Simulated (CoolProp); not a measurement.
Properties of R410A along the isobar 1.01 bar.

Values from CoolProp's reference Helmholtz-energy equation of state, Lemmon 2003. It is a pseudo-pure fit of the blend.

| T (K) | phase | Z | cp (kJ/(kg K)) | cv (kJ/(kg K)) | Prandtl number | fugacity coefficient |
|---|---|---|---|---|---|---|
| 242.4 | gas | 0.9704 | 0.7772 | 0.6395 | 0.865 | 0.9713 |
| 261.1 | gas | 0.9782 | 0.7839 | 0.6540 | 0.825 | 0.9787 |
| 279.7 | gas | 0.9833 | 0.8010 | 0.6755 | 0.805 | 0.9836 |
| 298.3 | gas | 0.9869 | 0.8229 | 0.7001 | 0.795 | 0.9871 |
| 316.9 | gas | 0.9896 | 0.8474 | 0.7263 | 0.791 | 0.9896 |
| 335.5 | gas | 0.9915 | 0.8732 | 0.7534 | 0.790 | 0.9916 |
| 354.1 | gas | 0.9930 | 0.8997 | 0.7809 | 0.792 | 0.9931 |
| 372.7 | gas | 0.9942 | 0.9264 | 0.8083 | 0.796 | 0.9942 |
| 391.4 | gas | 0.9952 | 0.9532 | 0.8356 | 0.800 | 0.9952 |
| 410 | gas | 0.9959 | 0.9794 | 0.8623 | 0.804 | 0.9959 |
| 428.6 | gas | 0.9965 | 1.005 | 0.8884 | 0.809 | 0.9966 |
| 447.2 | gas | 0.9971 | 1.030 | 0.9138 | 0.814 | 0.9971 |
| 465.8 | gas | 0.9975 | 1.055 | 0.9384 | 0.818 | 0.9975 |
| 484.4 | gas | 0.9979 | 1.078 | 0.9622 | 0.823 | 0.9979 |

Viscosity comes from a separate model (Geller 2000). Thermal conductivity comes from a separate model (Geller 2001).
